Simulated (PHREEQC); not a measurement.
Model water analysis in mmol/kgw, 25 °C, pH 6.27, pe 11.2:

| constituent | mmol/kgw |
|---|---|
| Na | 0.215 |
| K | 0.219 |
| Ca | 0.0727 |
| Mg | 0.0136 |
| Cl | 0.404 |
| S(6) | 0.107 |
| Alkalinity (meq/kgw) | 0.00808 |
| Zn | 0.0021 |
| N(5) | 0.00511 |
| O(0) (counted as O atoms) | 0.0147 |
| Cu(2) | 7.21e-05 |
| Br | 0.0128 |
| Ni | 0.000144 |

Valence states are taken as typed.

The numbers come from PHREEQC with the ion-association model, wateq4f.dat.

| Property | Value |
|---|---|
| ionic strength | 0.000817 mol/kgw |
| charge-balance error | -2.6 % |

```json
[
 {"species": "Cl-", "molality": "0.000404", "activity": "0.000391", "log γ": "-0.014"},
 {"species": "K+", "molality": "0.000219", "activity": "0.000212", "log γ": "-0.014"},
 {"species": "Na+", "molality": "0.000215", "activity": "0.000208", "log γ": "-0.014"},
 {"species": "SO4-2", "molality": "0.000105", "activity": "9.26e-5", "log γ": "-0.056"},
 {"species": "Ca+2", "molality": "7.15e-5", "activity": "6.29e-5", "log γ": "-0.056"},
 {"species": "Mg+2", "molality": "1.33e-5", "activity": "1.17e-5", "log γ": "-0.055"},
 {"species": "Br-", "molality": "1.28e-5", "activity": "1.24e-5", "log γ": "-0.014"},
 {"species": "CO2", "molality": "1.00e-5", "activity": "1.01e-5", "log γ": "0.000"},
 {"species": "HCO3-", "molality": "8.59e-6", "activity": "8.32e-6", "log γ": "-0.014"},
 {"species": "O2", "molality": "7.35e-6", "activity": "7.35e-6", "log γ": "0.000"},
 {"species": "NO3-", "molality": "5.11e-6", "activity": "4.95e-6", "log γ": "-0.014"},
 {"species": "Zn+2", "molality": "2.05e-6", "activity": "1.81e-6", "log γ": "-0.055"},
 {"species": "CaSO4", "molality": "1.16e-6", "activity": "1.16e-6", "log γ": "0.000"},
 {"species": "H+", "molality": "5.54e-7", "activity": "5.37e-7", "log γ": "-0.013"},
 {"species": "MgSO4", "molality": "2.55e-7", "activity": "2.55e-7", "log γ": "0.000"},
 {"species": "KSO4-", "molality": "1.42e-7", "activity": "1.38e-7", "log γ": "-0.014"}
]
```

Precipitation was switched off in this run.
